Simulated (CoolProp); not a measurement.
Saturation properties of fluorine (Tc = 144.4 K, pc = 5.240 MPa, ω = 0.045).

Computed with CoolProp (reference Helmholtz-energy equation of state, de Reuck 1990).

```csv
T (K),p (MPa),liquid density (kg/m³),vapour density (kg/m³),enthalpy of vaporisation (kJ/kg),surface tension (mN/m)
110.9,___,1297,45.93,143.4,___
113.4,1.107,___,53.80,139.5,6.11
115.9,1.289,1250,62.74,___,5.51
118.3,1.484,1225,___,131.0,4.95
120.8,1.708,1199,84.03,___,4.38
123.2,1.946,1172,96.67,121.1,3.85
125.7,___,1142,111.8,115.5,3.30
128.2,2.516,1110,___,109.3,2.77
130.6,2.828,1076,148.9,102.6,2.28
133.1,3.183,1037,173.2,94.83,1.79
135.5,3.554,994.3,201.6,86.21,1.34
138,3.973,941.8,238.9,75.48,0.896
```

Question: Some entries are withheld; supply them.

Answer: 
- 110.9, p (MPa): 0.9434
- 110.9, surface tension (mN/m): 6.71
- 113.4, liquid density (kg/m³): 1274
- 115.9, enthalpy of vaporisation (kJ/kg): 135.3
- 118.3, vapour density (kg/m³): 72.49
- 120.8, enthalpy of vaporisation (kJ/kg): 126.1
- 125.7, p (MPa): 2.218
- 128.2, vapour density (kg/m³): 129.3

It boils at 85.0 K under 1 atm.

Surface tension comes from a separate correlation (Mulero 2012).
